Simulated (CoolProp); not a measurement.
Properties of C3F8 (R218) along the isotherm 64.25 °C.

Computed with CoolProp (reference Helmholtz-energy equation of state, Lemmon 2006). It is a short technical equation, of lower accuracy than the large ones.

```json
[
 {"p (MPa)": "0.6", "phase": "gas", "density (kg/m³)": "44.04", "cp (kJ/(kg K))": "0.8856", "speed of sound (m/s)": "[?]", "Prandtl number": "0.789", "fugacity coefficient": "0.9201"},
 {"p (MPa)": "1.2", "phase": "gas", "density (kg/m³)": "99.63", "cp (kJ/(kg K))": "0.9605", "speed of sound (m/s)": "103.2", "Prandtl number": "0.841", "fugacity coefficient": "[?]"},
 {"p (MPa)": "1.8", "phase": "gas", "density (kg/m³)": "181.7", "cp (kJ/(kg K))": "1.168", "speed of sound (m/s)": "85.78", "Prandtl number": "0.978", "fugacity coefficient": "0.7573"},
 {"p (MPa)": "2.4", "phase": "liquid", "density (kg/m³)": "1003", "cp (kJ/(kg K))": "1.839", "speed of sound (m/s)": "119.8", "Prandtl number": "3.95", "fugacity coefficient": "0.6520"},
 {"p (MPa)": "3", "phase": "liquid", "density (kg/m³)": "1063", "cp (kJ/(kg K))": "1.498", "speed of sound (m/s)": "153.5", "Prandtl number": "3.59", "fugacity coefficient": "0.5422"},
 {"p (MPa)": "3.6", "phase": "liquid", "density (kg/m³)": "1099", "cp (kJ/(kg K))": "1.384", "speed of sound (m/s)": "176.7", "Prandtl number": "3.52", "fugacity coefficient": "[?]"},
 {"p (MPa)": "4.2", "phase": "liquid", "density (kg/m³)": "1127", "cp (kJ/(kg K))": "1.321", "speed of sound (m/s)": "195.2", "Prandtl number": "3.51", "fugacity coefficient": "0.4168"},
 {"p (MPa)": "4.8", "phase": "liquid", "density (kg/m³)": "1149", "cp (kJ/(kg K))": "1.280", "speed of sound (m/s)": "211.0", "Prandtl number": "3.51", "fugacity coefficient": "0.3778"},
 {"p (MPa)": "5.4", "phase": "liquid", "density (kg/m³)": "1167", "cp (kJ/(kg K))": "1.251", "speed of sound (m/s)": "225.0", "Prandtl number": "3.53", "fugacity coefficient": "0.3477"},
 {"p (MPa)": "6", "phase": "liquid", "density (kg/m³)": "1184", "cp (kJ/(kg K))": "1.229", "speed of sound (m/s)": "[?]", "Prandtl number": "3.55", "fugacity coefficient": "0.3238"},
 {"p (MPa)": "6.6", "phase": "liquid", "density (kg/m³)": "1198", "cp (kJ/(kg K))": "1.211", "speed of sound (m/s)": "249.1", "Prandtl number": "3.57", "fugacity coefficient": "[?]"}
]
```

Task: Some entries are withheld; supply them.

Result: 
- 0.6, speed of sound (m/s): 115.7
- 1.2, fugacity coefficient: 0.8398
- 3.6, fugacity coefficient: 0.4690
- 6, speed of sound (m/s): 237.6
- 6.6, fugacity coefficient: 0.3045

Viscosity comes from a separate model (Huber 2003), an estimate that may be off by 10 % or more. Thermal conductivity comes from a separate model (Huber 2003), an estimate that may be off by 10 % or more.
